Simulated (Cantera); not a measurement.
# Low-pressure radical oxidation in H2/O2

An isothermal, constant-pressure homogeneous reactor starts with 0.912 % H2, 99.1 % O2, equivalence ratio 0.0046, at 1075 K and 20.0 Torr.

Cantera simulation using GRI-Mech 3.0 (53 species, 325 reactions); the numbers are that mechanism's predictions, not measurements. Radical loss at walls, strong at low pressure, is not modelled.

| t (s) | x H2 | x O2 | x OH | x H2O | x O | x H | x H2O2 |
|---|---|---|---|---|---|---|---|
| 0.000100 | 0.00912 | 0.991 | 7.07e-11 | 1.23e-11 | 7.79e-11 | 5.14e-11 | <1e-12 |
| 0.000246 | 0.00912 | 0.991 | 2.48e-10 | 1.13e-10 | 3.10e-10 | 8.97e-11 | <1e-12 |
| 0.000606 | 0.00912 | 0.991 | 9.96e-10 | 1.04e-9 | 1.48e-9 | 2.48e-10 | <1e-12 |
| 0.00149 | 0.00912 | 0.991 | 9.70e-9 | 1.67e-8 | 1.60e-8 | 2.11e-9 | <1e-12 |
| 0.00367 | 0.00911 | 0.991 | 1.56e-6 | 3.00e-6 | 2.62e-6 | 3.35e-7 | 1.28e-11 |
| 0.00904 | 0.000914 | 0.985 | 0.00101 | 0.00730 | 0.00528 | 0.000789 | 1.88e-7 |
| 0.0223 | 2.83e-5 | 0.987 | 0.000352 | 0.00883 | 0.00402 | 0.000199 | 3.61e-8 |
| 0.0548 | 1.18e-5 | 0.989 | 0.000230 | 0.00899 | 0.00175 | 5.67e-5 | 3.35e-8 |
| 0.135 | 3.37e-6 | 0.990 | 0.000124 | 0.00908 | 0.000515 | 8.98e-6 | 2.83e-8 |
| 0.332 | 7.21e-7 | 0.991 | 5.90e-5 | 0.00913 | 0.000116 | 9.58e-7 | 1.93e-8 |
| 0.817 | 1.41e-7 | 0.991 | 2.69e-5 | 0.00914 | 2.38e-5 | 8.99e-8 | 9.61e-9 |
| 2.01 | 2.92e-8 | 0.991 | 1.26e-5 | 0.00915 | 5.18e-6 | 9.20e-9 | 3.61e-9 |
| 4.95 | 7.00e-9 | 0.991 | 6.33e-6 | 0.00915 | 1.30e-6 | 1.15e-9 | 1.20e-9 |
| 12.2 | 1.96e-9 | 0.991 | 3.41e-6 | 0.00916 | 3.75e-7 | 1.80e-10 | 4.00e-10 |
| 30.0 | 6.21e-10 | 0.991 | 1.94e-6 | 0.00916 | 1.22e-7 | 3.33e-11 | 1.40e-10 |
x: mole fraction; the columns are a selection and need not sum to one.

Equilibrium at this temperature and pressure: H2 3.97e-11, O2 0.991, OH 4.98e-7, H2O 0.00916, O 8.05e-9, H <1e-12, H2O2 1.03e-11 (gas phase only).
